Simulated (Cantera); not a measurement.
# Adiabatic ignition

An adiabatic, constant-pressure homogeneous reactor starts with 15.4 % CH₄, 2.30 % CO, 16.7 % O₂, 63.1 % N₂, 2.46 % H₂O, equivalence ratio 1.9, at 1700 K and 0.600 bar.

Model: GRI-Mech 3.0 (53 species, 325 reactions), integrated in Cantera.

```
t (s)     T (K)     x CH₄    x CO      x O₂    x HO₂     x N₂O     x HCN     x CH₃
--------  -----  --------  ------  --------  -------  --------  --------  --------
1.00e-6    1700     0.154  0.0230     0.167  5.10e-7    <1e-12    <1e-12   2.78e-6
2.45e-6    1700     0.154  0.0230     0.167  1.22e-6  3.28e-12    <1e-12   7.86e-6
6.02e-6    1700     0.154  0.0230     0.167  2.78e-6  1.41e-11    <1e-12   2.10e-5
1.48e-5    1700     0.154  0.0230     0.167  5.72e-6  6.54e-11    <1e-12   5.65e-5
3.62e-5    1700     0.153  0.0230     0.167  9.40e-6  2.83e-10    <1e-12  0.000160
8.88e-5    1699     0.153  0.0230     0.167  1.32e-5   1.04e-9    <1e-12  0.000487
0.000218   1707     0.148  0.0235     0.165  4.53e-5   5.19e-9  1.58e-11   0.00169
0.000534   2685  8.22e-10   0.130  0.000182  1.10e-7   3.48e-8   1.77e-5   1.70e-9
0.00131    2651  1.41e-12   0.130  0.000273  1.49e-7   2.80e-8   2.12e-8  3.84e-12
0.00321    2642  1.17e-12   0.130  0.000297  1.57e-7   2.84e-8   2.44e-8  3.34e-12
0.00788    2640  1.17e-12   0.130  0.000293  1.56e-7   3.10e-8   3.29e-8  3.35e-12
0.0193     2640  1.18e-12   0.130  0.000291  1.55e-7   3.23e-8   3.63e-8  3.36e-12
0.0474     2640  1.18e-12   0.130  0.000291  1.55e-7   3.24e-8   3.64e-8  3.36e-12
0.116      2640  1.18e-12   0.130  0.000291  1.55e-7   3.24e-8   3.64e-8  3.36e-12
0.285      2640  1.18e-12   0.130  0.000291  1.55e-7   3.24e-8   3.64e-8  3.36e-12
0.700      2640  1.18e-12   0.130  0.000291  1.55e-7   3.24e-8   3.64e-8  3.36e-12
```
x: mole fraction; the columns are a selection and need not sum to one.

| Property | Result |
|---|---|
| time of steepest temperature rise | 0.409 ms |
| temperature at 0.700 s | 2640 K |
| equilibrium temperature | 2640 K |
| x(CH₄) at 0.700 s | 1.18e-12 (gas-phase equilibrium 1.35e-12) |
| x(CO) at 0.700 s | 0.130 (gas-phase equilibrium 0.130) |
| x(O₂) at 0.700 s | 0.000291 (gas-phase equilibrium 0.000291) |
